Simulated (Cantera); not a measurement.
## SiHCl3 + N2 (silicon epitaxy and polysilicon growth)

Input: 1 mol SiHCl3, 40 mol N2, equilibrated at 3.60 mbar.

Method: chemical equilibrium by Gibbs-energy minimisation in Cantera with the NASA 1993 tables (ideal gas, pure condensed phases). Candidate condensed phases: NH4Cl, Si, Si3N4; 28 gas species. N2 is the only nitrogen source here; it is nearly inert below about 1500 K, so the nitride shown seldom forms there in practice. The tables' values for SiCl3, SiCl are old estimates; treat these amounts as uncertain. The numbers say what is thermodynamically allowed, not how fast it happens.

```tsv
T (K)	log p N2	log p SiCl2	log p HCl	log p SiCl4	log p SiCl3	log p H2	log p Cl	log p H	n Si3N4(s)
1100	-2.46	-6.72	-4.09	-4.35	-6.11	-5.52	-8.96	-10.35	0.160
1150	-2.46	-6.14	-4.09	-4.36	-5.77	-5.55	-8.50	-9.90	0.158
1200	-2.46	-5.63	-4.09	-4.38	-5.48	-5.56	-8.07	-9.49	0.154
1250	-2.46	-5.16	-4.09	-4.43	-5.22	-5.57	-7.69	-9.10	0.143
1300	-2.46	-4.77	-4.09	-4.53	-5.04	-5.55	-7.35	-8.73	0.120
1350	-2.46	-4.45	-4.10	-4.73	-4.94	-5.49	-7.06	-8.37	0.0812
1400	-2.46	-4.24	-4.11	-5.08	-4.97	-5.36	-6.83	-8.00	0.0367
1450	-2.46	-4.12	-4.14	-5.56	-5.12	-5.19	-6.65	-7.62	0.00106
1500	-2.46	-4.11	-4.12	-5.77	-5.19	-5.29	-6.33	-7.40	0
1550	-2.46	-4.10	-4.11	-5.98	-5.26	-5.38	-6.02	-7.19	0
1600	-2.46	-4.09	-4.11	-6.21	-5.35	-5.43	-5.76	-6.98	0
1650	-2.46	-4.09	-4.10	-6.47	-5.45	-5.45	-5.52	-6.77	0
1700	-2.47	-4.08	-4.11	-6.76	-5.57	-5.43	-5.33	-6.55	0
```
log p: log10 of the partial pressure in bar; n: condensed amount in mol.

From 1100 K to 1450 K the condensed part is Si3N4(s). From 1500 K to 1700 K nothing is condensed. The main Si-bearing gas is SiCl4 at 1100 K and SiCl2 at 1700 K.
